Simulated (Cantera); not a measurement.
Cantera run:

```python
import numpy as np
import cantera as ct

gas_names = [...]  # 151 gases of nasa_gas.yaml made of C, H, N, O, Si
cond_names = """
    C(gr) C6H6(L) C7H8(L) C8H18(L),n-octa H2O(s) H2O(L) Si(cr) Si(L) SiC(b) SiO2(Lqz) SiO2(hqz) SiO2(L)
    Si2N2O(s) Si3N4(a)
""".split()


# ... load() reads the species with a 1 bar reference pressure and builds the phases ...
atoms = {
    'Si3N4': {'Si': 3, 'N': 4},
    'CO2': {'C': 1, 'O': 2},
    'H2': {'H': 2},
}
top_T = {'C(gr)': 4500, 'SiC(b)': 3050, 'Si2N2O(s)': 2100, 'Si3N4(a)': 2400}  # K; cautious upper limits of use, not melting points


# ... equilibrate(T, P, feed) seeds the gas with the atoms and calls Mixture.equilibrate('TP', solver="vcs", rtol=1e-11, max_steps=5000) ...
results = []
feed = {'Si3N4': 1, 'CO2': 0.02, 'H2': 960}  # mol
T = 1950  # K
P = 15  # Pa
mix = equilibrate(T, P, feed)
results.append((T, P, feed, dict(zip(mix.species_names, mix.species_moles))))
x = sorted(zip(gas.X, gas.species_names), reverse=True)
print(f"T = {T:g} K  P = {P:g} Pa  gas = {mix.phase_moles(0):.4g} mol")
print("   x: " + "  ".join(f"{s} {v:.3e}" for v, s in x if v > 1e-06))
print("   condensed (mol): " + ("  ".join(f"{mix.phase(i).name} {mix.phase_moles(i):.4g}"
      for i in range(1, mix.n_phases) if mix.phase_moles(i) > 1e-12) or "none"))
```

It prints:

```
T = 1950 K  P = 15 Pa  gas = 1010 mol
   x: H2 9.059e-01  H 8.909e-02  Si 2.920e-03  N2 1.979e-03  SiH 2.604e-05  SiO 2.142e-05  CO 1.819e-05  HCN 1.453e-06  SiH2 1.321e-06
   condensed (mol): none
```

Method: chemical equilibrium by Gibbs-energy minimisation in Cantera with the NASA 1993 tables (ideal gas, pure condensed phases).
